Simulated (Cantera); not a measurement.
An isothermal, constant-pressure homogeneous reactor starts with NO : N₂ = 1 : 0.33 (molar parts), at 1900 K and 0.553 atm.

Model: GRI-Mech 3.0 (53 species, 325 reactions), integrated in Cantera.

x: mole fraction; the columns are a selection and need not sum to one.

```json
[
 {"t (s)": "2.00e-6", "x NO": "0.752", "x N₂O": "3.42e-7", "x NO₂": "[?]", "x O₂": "1.29e-10", "x N₂": "0.248", "x O": "3.35e-7"},
 {"t (s)": "1.18e-5", "x NO": "0.752", "x N₂O": "2.01e-6", "x NO₂": "[?]", "x O₂": "4.20e-9", "x N₂": "0.248", "x O": "1.77e-6"},
 {"t (s)": "6.93e-5", "x NO": "0.752", "x N₂O": "1.16e-5", "x NO₂": "[?]", "x O₂": "1.14e-7", "x N₂": "0.248", "x O": "6.35e-6"},
 {"t (s)": "0.000408", "x NO": "0.752", "x N₂O": "6.10e-5", "x NO₂": "[?]", "x O₂": "3.72e-6", "x N₂": "0.248", "x O": "1.64e-5"},
 {"t (s)": "0.00240", "x NO": "0.751", "x N₂O": "0.000200", "x NO₂": "[?]", "x O₂": "0.000203", "x N₂": "0.248", "x O": "4.24e-5"},
 {"t (s)": "0.0141", "x NO": "0.747", "x N₂O": "0.000242", "x NO₂": "[?]", "x O₂": "0.00233", "x N₂": "0.251", "x O": "4.98e-5"},
 {"t (s)": "0.0833", "x NO": "0.721", "x N₂O": "0.000223", "x NO₂": "[?]", "x O₂": "0.0149", "x N₂": "0.263", "x O": "6.72e-5"},
 {"t (s)": "0.490", "x NO": "0.592", "x N₂O": "0.000145", "x NO₂": "[?]", "x O₂": "0.0792", "x N₂": "0.328", "x O": "0.000121"},
 {"t (s)": "2.89", "x NO": "0.236", "x N₂O": "2.20e-5", "x NO₂": "[?]", "x O₂": "0.257", "x N₂": "0.506", "x O": "0.000206"},
 {"t (s)": "17.0", "x NO": "0.0220", "x N₂O": "4.18e-7", "x NO₂": "[?]", "x O₂": "0.365", "x N₂": "0.613", "x O": "0.000242"},
 {"t (s)": "100", "x NO": "0.00682", "x N₂O": "2.57e-7", "x NO₂": "[?]", "x O₂": "0.372", "x N₂": "0.621", "x O": "0.000245"}
]
```

Question: Some entries are withheld; supply them.

Answer: 
- 2.00e-6, x NO₂: 8.03e-9
- 1.18e-5, x NO₂: 2.56e-7
- 6.93e-5, x NO₂: 5.77e-6
- 0.000408, x NO₂: 5.80e-5
- 0.00240, x NO₂: 0.000224
- 0.0141, x NO₂: 0.000268
- 0.0833, x NO₂: 0.000366
- 0.490, x NO₂: 0.000575
- 2.89, x NO₂: 0.000403
- 17.0, x NO₂: 4.46e-5
- 100, x NO₂: 1.40e-5
